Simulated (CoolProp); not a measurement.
Vapour-liquid equilibrium of R22 (1) + R152A (2) at 283.3 K; x and y are mole fractions of (1).

Values from CoolProp's multi-fluid Helmholtz-energy mixture model, Kamei 1995 and Outcalt 1996; pair parameters Bell 2016.

Problem. Give the bubble pressure and the first vapour's composition at x = 0.5, 0.575, 0.875. Is there an azeotrope?

Solution. x = 0.5: 5.050 bar, y = 0.625; x = 0.575: 5.287 bar, y = 0.697; x = 0.875: 6.354 bar, y = 0.929. No azeotrope shows between x = 0.05 and 0.95.

The pair parameters rest on a limited set of measurements; away from them the model extrapolates.
